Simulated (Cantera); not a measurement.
Stirred combustor or abatement burner

A perfectly stirred reactor is fed with C2H6 : O2 : N2 : H2O = 1 : 2.33 : 20.3 : 1.2 (molar parts), equivalence ratio 1.5, at 5330 Torr; it is adiabatic with a 750 K inlet, and is followed from long to short residence time, starting on the burning branch (τ in s: 0.38, 0.12, 0.036, 0.011, 0.0034, 0.001, 0.00032, 9.8e-05, 3e-05, 9.3e-06).

Cantera simulation using GRI-Mech 3.0 (53 species, 325 reactions); the numbers are that mechanism's predictions, not measurements.

```tsv
τ (s)	T (K)	x C2H6	x O2	x H2O	x C2H2	x HO2
0.38	1644	1.12e-5	0.000356	0.120	0.00274	1.16e-7
0.12	1639	2.65e-5	0.000777	0.122	0.00330	3.38e-7
0.036	1626	5.88e-5	0.00150	0.123	0.00363	1.02e-6
0.011	1606	0.000122	0.00270	0.123	0.00357	2.93e-6
0.0034	1573	0.000272	0.00511	0.123	0.00298	8.25e-6
0.0010	1472	0.00102	0.0137	0.118	0.00137	3.43e-5
0.00032	750	0.0403	0.0938	0.0483	<1e-12	<1e-12
9.8e-5	750	0.0403	0.0938	0.0483	<1e-12	<1e-12
3.0e-5	750	0.0403	0.0938	0.0483	<1e-12	<1e-12
9.3e-6	750	0.0403	0.0938	0.0483	<1e-12	<1e-12
```
x: mole fraction; the columns are a selection and need not sum to one.
